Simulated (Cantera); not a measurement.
Cantera run:

```python
import numpy as np
import cantera as ct

gas_names = """
    CL CLO CL2 H HCL HOCL HO2 H2 H2O H2O2 O OH O2 O3 Si SiCL SiCL2 SiCL3 SiCL4 SiH SiHCL3 SiH2 SiH2CL2
    SiH3 SiH3CL SiH4 SiO SiO2 Si2 Si3
""".split()
cond_names = """
    H2O(s) H2O(L) Si(cr) Si(L) SiO2(Lqz) SiO2(hqz) SiO2(L)
""".split()


# ... load() reads the species with a 1 bar reference pressure and builds the phases ...
atoms = {
    'SiO2': {'Si': 1, 'O': 2},
    'SiCl4': {'Si': 1, 'CL': 4},
    'H2': {'H': 2},
    'HCl': {'H': 1, 'CL': 1},
}
top_T = {}  # K; cautious upper limits of use, not melting points


# ... equilibrate(T, P, feed) seeds the gas with the atoms and calls Mixture.equilibrate('TP', solver="vcs", rtol=1e-11, max_steps=5000) ...
results = []
feed = {'SiO2': 1, 'SiCl4': 4.5, 'H2': 6.3, 'HCl': 52}  # mol
T = 1448  # K
P = 81000  # Pa
mix = equilibrate(T, P, feed)
results.append((T, P, feed, dict(zip(mix.species_names, mix.species_moles))))
print(gas.report(threshold=0.001))
for i in range(1, mix.n_phases):
    print(f"{mix.phase(i).name:16s} {mix.phase_moles(i):12.5e} mol")
```

It prints:

```
       temperature   1448 K
          pressure   81000 Pa
           density   0.28599 kg/m^3
  mean mol. weight   42.507 kg/kmol
   phase of matter   gas

                          1 kg             1 kmol
                     ---------------   ---------------
          enthalpy       -1.9224e+06       -8.1716e+07  J
   internal energy       -2.2056e+06       -9.3755e+07  J
           entropy            5981.4        2.5425e+05  J/K
    Gibbs function       -1.0583e+07       -4.4987e+08  J
 heat capacity c_p            913.39             38826  J/K
 heat capacity c_v            717.79             30512  J/K

                      mass frac. Y      mole frac. X     chem. pot. / RT
                     ---------------   ---------------   ---------------
               HCL           0.71206           0.83021           -33.362
                H2         0.0046538          0.098127           -21.033
             SiCL3         0.0070036         0.0022145            -84.35
             SiCL4           0.27342          0.068414            -107.2
     [  +26 minor]         0.0028619         0.0010348

Si(cr)            0.00000e+00 mol
SiO2(hqz)         9.98332e-01 mol
```

Method: chemical equilibrium by Gibbs-energy minimisation in Cantera with the NASA 1993 tables (ideal gas, pure condensed phases). The tables' values for SiCl3 are old estimates; treat these amounts as uncertain. The tables hold silica as quartz up to 1696 K and as liquid above; real silica turns to tridymite and cristobalite and melts near 1996 K.
